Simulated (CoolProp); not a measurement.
Oxygen along the isobar 181 bar: density (kg/m³) from the reference equation and from simpler models built on Tc = 154.6 K, pc = 50.46 bar, ω = 0.022; each cubic takes its own stable root.

The numbers come from the reference Helmholtz-energy equation of state, Schmidt 1985 in CoolProp.

```json
[
 {"T (K)": "143.2", "phase": "liquid", "reference": "923.9"},
 {"T (K)": "147.9", "phase": "liquid", "reference": "897.3"},
 {"T (K)": "152.6", "phase": "liquid", "reference": "869.6"},
 {"T (K)": "157.4", "phase": "supercritical", "reference": "840.1"},
 {"T (K)": "162.1", "phase": "supercritical", "reference": "810.0"},
 {"T (K)": "166.8", "phase": "supercritical", "reference": "778.6"},
 {"T (K)": "171.5", "phase": "supercritical", "reference": "746.1"},
 {"T (K)": "176.2", "phase": "supercritical", "reference": "712.4"},
 {"T (K)": "181", "phase": "supercritical", "reference": "677.1"},
 {"T (K)": "185.7", "phase": "supercritical", "reference": "642.2"},
 {"T (K)": "190.4", "phase": "supercritical", "reference": "607.5"},
 {"T (K)": "195.1", "phase": "supercritical", "reference": "573.8"}
]
```

How far does each simpler model (van der Waals, Soave-Redlich-Kwong, Peng-Robinson) lie from the reference over these 12 states: mean and median of the absolute difference, and the worst?


- van der Waals: mean 18.8 %, median 19.9 %, worst -25.1 % at 143.2 K and 181 bar
- Soave-Redlich-Kwong: mean 4.5 %, median 4.9 %, worst -6.1 % at 190.4 K and 181 bar
- Peng-Robinson: mean 5.2 %, median 5.0 %, worst +9.6 % at 143.2 K and 181 bar
